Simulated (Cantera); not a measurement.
Input (Python, Cantera) and output of one run.

```python
import numpy as np
import cantera as ct

gas_names = """
    N N2 Pb Pb2
""".split()
cond_names = """
    Pb(cr) Pb(L)
""".split()


# ... load() reads the species with a 1 bar reference pressure and builds the phases ...
atoms = {
    'Pb': {'Pb': 1},
    'N2': {'N': 2},
}
top_T = {}  # K; cautious upper limits of use, not melting points


# ... equilibrate(T, P, feed) seeds the gas with the atoms and calls Mixture.equilibrate('TP', solver="vcs", rtol=1e-11, max_steps=5000) ...
results = []
feed = {'Pb': 1, 'N2': 52}  # mol
T = 1450  # K
P = 100000  # Pa
mix = equilibrate(T, P, feed)
results.append((T, P, feed, dict(zip(mix.species_names, mix.species_moles))))
print(gas.report(threshold=0.0001))
for i in range(1, mix.n_phases):
    print(f"{mix.phase(i).name:16s} {mix.phase_moles(i):12.5e} mol")
```

It prints:

```
       temperature   1450 K
          pressure   1e+05 Pa
           density   0.25453 kg/m^3
  mean mol. weight   30.685 kg/kmol
   phase of matter   gas

                          1 kg             1 kmol
                     ---------------   ---------------
          enthalpy        1.2826e+06        3.9356e+07  J
   internal energy        8.8968e+05          2.73e+07  J
           entropy            7848.7        2.4084e+05  J/K
    Gibbs function       -1.0098e+07       -3.0986e+08  J
 heat capacity c_p            1121.2             34406  J/K
 heat capacity c_v            850.28             26091  J/K

                      mass frac. Y      mole frac. X     chem. pot. / RT
                     ---------------   ---------------   ---------------
                N2           0.89933            0.9851           -25.923
                Pb           0.10061          0.014899           -11.077
     [   +2 minor]        6.0625e-05        4.4892e-06

Pb(L)             2.13042e-01 mol
```

Method: chemical equilibrium by Gibbs-energy minimisation in Cantera with the NASA 1993 tables (ideal gas, pure condensed phases).
